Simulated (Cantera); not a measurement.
What does this Cantera script print?

```python
import numpy as np
import cantera as ct

gas = ct.Solution("gri30.yaml")
gas.TPX = 623, 51000, {'CH4': 1, 'C2H6': 0.064, 'C3H8': 0.041, 'O2': 3.57, 'N2': 13.4}
inlet = ct.Reservoir(gas, clone=True)
gas.equilibrate("HP")  # start burning
reactor = ct.IdealGasConstPressureReactor(gas, energy="on", clone=False)
exhaust = ct.Reservoir(gas, clone=True)
tau = [0.088, 0.039, 0.017, 0.0074, 0.0032, 0.0014, 0.00062, 0.00027, 0.00012, 5.1e-05, 2.2e-05, 9.8e-06, 4.3e-06][0]
for a, b in ((inlet, reactor), (reactor, exhaust)):
    ct.MassFlowController(a, b, mdot=lambda t: reactor.mass / tau)
net = ct.ReactorNet([reactor])
show = ['CH4', 'C2H6', 'C3H8', 'O2', 'C2H4', 'C2H']

rows = []
print(f"{'tau/s':>10s}{'T/K':>9s}" + "".join(f"{s:>11s}" for s in show))
for tau in [0.088, 0.039, 0.017, 0.0074, 0.0032, 0.0014, 0.00062, 0.00027, 0.00012, 5.1e-05, 2.2e-05, 9.8e-06, 4.3e-06]:
    net.initial_time = 0.0
    net.advance(30 * tau)
    before = gas.X
    net.advance(40 * tau)
    drift = np.max(np.abs(gas.X - before) / (gas.X + 1e-9))
    rows.append([gas.T, *gas[show].X, drift])
    print(f"{tau:10.3e}{gas.T:9.1f}" + "".join(f"{x:11.3e}" for x in gas[show].X))
```

It prints:

```
     tau/s      T/K        CH4       C2H6       C3H8         O2       C2H4        C2H
 8.800e-02   2036.0  5.184e-06  6.073e-08  3.974e-08  6.253e-02  3.212e-07  8.567e-10
 3.900e-02   2022.0  9.128e-06  1.186e-07  7.659e-08  6.277e-02  5.526e-07  1.417e-09
 1.700e-02   1999.4  1.591e-05  2.272e-07  1.431e-07  6.319e-02  8.861e-07  2.127e-09
 7.400e-03   1966.3  2.802e-05  4.288e-07  2.614e-07  6.387e-02  1.335e-06  2.892e-09
 3.200e-03   1921.6  5.132e-05  8.189e-07  4.811e-07  6.490e-02  1.963e-06  3.647e-09
 1.400e-03   1866.5  9.869e-05  1.602e-06  9.098e-07  6.642e-02  2.961e-06  4.445e-09
 6.200e-04   1802.9  2.043e-04  3.318e-06  1.835e-06  6.877e-02  4.941e-06  5.593e-09
 2.700e-04   1728.4  4.959e-04  7.991e-06  4.348e-06  7.317e-02  1.049e-05  8.008e-09
 1.200e-04   1624.5  1.801e-03  2.924e-05  1.581e-05  8.444e-02  4.284e-05  1.563e-08
 5.100e-05    623.0  5.533e-02  3.541e-03  2.268e-03  1.975e-01 -6.764e-18 -2.169e-40
 2.200e-05    623.0  5.533e-02  3.541e-03  2.268e-03  1.975e-01  4.608e-21 -3.112e-47
 9.800e-06    623.0  5.533e-02  3.541e-03  2.268e-03  1.975e-01  3.489e-21 -3.047e-48
 4.300e-06    623.0  5.533e-02  3.541e-03  2.268e-03  1.975e-01  8.619e-22 -8.724e-50
```

Cantera simulation using GRI-Mech 3.0 (53 species, 325 reactions); the numbers are that mechanism's predictions, not measurements.
